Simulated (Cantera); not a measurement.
Cantera run:

```python
import numpy as np
import cantera as ct

gas_names = [...]  # 123 gases of nasa_gas.yaml made of C, H, O, Si
cond_names = """
    C(gr) C6H6(L) C7H8(L) C8H18(L),n-octa H2O(s) H2O(L) Si(cr) Si(L) SiC(b) SiO2(Lqz) SiO2(hqz) SiO2(L)
""".split()


# ... load() reads the species with a 1 bar reference pressure and builds the phases ...
atoms = {
    'TEOS': {'Si': 1, 'C': 8, 'H': 20, 'O': 4},
    'O3': {'O': 3},
}
top_T = {'C(gr)': 4500, 'SiC(b)': 3050}  # K; cautious upper limits of use, not melting points


# ... equilibrate(T, P, feed) seeds the gas with the atoms and calls Mixture.equilibrate('TP', solver="vcs", rtol=1e-11, max_steps=5000) ...
results = []
feed = {'TEOS': 1, 'O3': 0.26}  # mol
P = 88000  # Pa
for T in [1000, 1100, 1200, 1300, 1400, 1500, 1600]:
    mix = equilibrate(T, P, feed)
    results.append((T, P, feed, dict(zip(mix.species_names, mix.species_moles))))
    x = sorted(zip(gas.X, gas.species_names), reverse=True)
    print(f"T = {T:g} K  P = {P:g} Pa  gas = {mix.phase_moles(0):.4g} mol")
    print("   x: " + "  ".join(f"{s} {v:.3e}" for v, s in x if v > 0.001))
    print("   condensed (mol): " + ("  ".join(f"{mix.phase(i).name} {mix.phase_moles(i):.4g}"
          for i in range(1, mix.n_phases) if mix.phase_moles(i) > 1e-12) or "none"))
```

It prints:

```
T = 1000 K  P = 88000 Pa  gas = 11.6 mol
   x: H2 7.298e-01  CO 1.685e-01  CH4 4.475e-02  H2O 4.277e-02  CO2 1.418e-02
   condensed (mol): C(gr) 5.362  SiO2(hqz) 1
T = 1100 K  P = 88000 Pa  gas = 12.36 mol
   x: H2 7.601e-01  CO 2.060e-01  CH4 1.825e-02  H2O 1.233e-02  CO2 3.295e-03
   condensed (mol): C(gr) 5.187  SiO2(hqz) 1
T = 1200 K  P = 88000 Pa  gas = 12.62 mol
   x: H2 7.722e-01  CO 2.150e-01  CH4 8.288e-03  H2O 3.791e-03
   condensed (mol): C(gr) 5.173  SiO2(hqz) 1
T = 1300 K  P = 88000 Pa  gas = 12.71 mol
   x: H2 7.773e-01  CO 2.170e-01  CH4 4.181e-03  H2O 1.353e-03
   condensed (mol): C(gr) 5.187  SiO2(hqz) 1
T = 1400 K  P = 88000 Pa  gas = 12.74 mol
   x: H2 7.796e-01  CO 2.175e-01  CH4 2.310e-03
   condensed (mol): C(gr) 5.198  SiO2(hqz) 1
T = 1500 K  P = 88000 Pa  gas = 12.76 mol
   x: H2 7.807e-01  CO 2.176e-01  CH4 1.378e-03
   condensed (mol): C(gr) 5.206  SiO2(hqz) 0.9999
T = 1600 K  P = 88000 Pa  gas = 12.77 mol
   x: H2 7.810e-01  CO 2.177e-01
   condensed (mol): C(gr) 5.208  SiO2(hqz) 0.9978
```

Cantera equilibrium calculation (NASA polynomials, part measured and part estimated; ideal gas, pure solids and liquids). The feed counts by its element totals alone. The tables hold silica as quartz up to 1696 K and as liquid above; real silica turns to tridymite and cristobalite and melts near 1996 K.
